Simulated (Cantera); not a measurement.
Input: 1 mol Ta, 2.9 mol CH₄, equilibrated at 12.0 mbar.

Method: chemical equilibrium by Gibbs-energy minimisation in Cantera with the NASA 1993 tables (ideal gas, pure condensed phases). Candidate condensed phases: C, C₆H₆, C₇H₈, C₈H₁₈, Ta, TaC; 77 gas species. TaC: taken at fixed stoichiometry. Condensed phases not in the tables: Ta₂C. The numbers say what is thermodynamically allowed, not how fast it happens.

**Question.** At 2525 K, list the 5 most abundant gas species with their mole fractions, and the condensed phases.

**Answer.** H₂ 0.766, H 0.224, C₂H₂ (acetylene) 0.00920, C₂H 0.000204, C₃ 6.09e-5. Condensed: C(graphite) + TaC(s).
